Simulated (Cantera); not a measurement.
Mixture: CO : H₂ : CH₄ : O₂ : N₂ : H₂O = 1 : 0.43 : 0.062 : 0.856 : 3.22 : 0.16 (molar parts), equivalence ratio 0.98, at 101000 Pa, adiabatic and at constant volume. Ignition delay is the time to a rise of 400 K.

Computed with Cantera and GRI-Mech 3.0 (53 species, 325 reactions). Where the delays flatten at high temperature, the 400 K rule measures the pace of heat release, not the induction time.

Q: Predict: delay at 1300 K; delay at 1500 K; delay at 1700 K; delay at 1900 K; delay at 2100 K.

A: 
```
Item              Result
---------------  -------
delay at 1300 K  52.6 µs
delay at 1500 K  27.7 µs
delay at 1700 K  20.1 µs
delay at 1900 K  18.7 µs
delay at 2100 K  21.7 µs
```
